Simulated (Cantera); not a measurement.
A closed system holds: 1 mol Si, 4.3 mol H₂, 2.2 mol HCl, equilibrated at 1 atm.

Method: chemical equilibrium by Gibbs-energy minimisation in Cantera with the NASA 1993 tables (ideal gas, pure condensed phases). Candidate condensed phases: Si; 19 gas species. The tables' values for SiCl₃ are old estimates; treat these amounts as uncertain. Equilibrium is a limit: real reactors are often held back by kinetics, nucleation or transport. All values below are at 1150 K.

Base state: H₂ 0.874, SiCl₄ 0.0552, SiHCl₃ 0.0335, HCl 0.0293, SiCl₃ 0.00330, SiH₂Cl₂ 0.00255, SiCl₂ 0.00216, SiH₃Cl 5.23e-5 (mole fractions); condensed: Si(s).

### Question
What changes in the equilibrium state with this change: pressure from 1 atm to 6.00 bar?

### Answer
```json
[
 {"species": "H₂", "before": "0.874", "after": "0.877"},
 {"species": "SiCl₄", "before": "0.0552", "after": "0.0484"},
 {"species": "SiHCl₃", "before": "0.0335", "after": "0.0474"},
 {"species": "HCl", "before": "0.0293", "after": "0.0182"},
 {"species": "SiH₃Cl", "before": "5.23e-5", "after": "0.000193"},
 {"species": "SiCl₂", "before": "0.00216", "after": "0.000830"},
 {"species": "SiH₂Cl₂", "before": "0.00255", "after": "0.00583"},
 {"species": "Si(s), mol", "before": "0.425", "after": "0.384"}
]
```
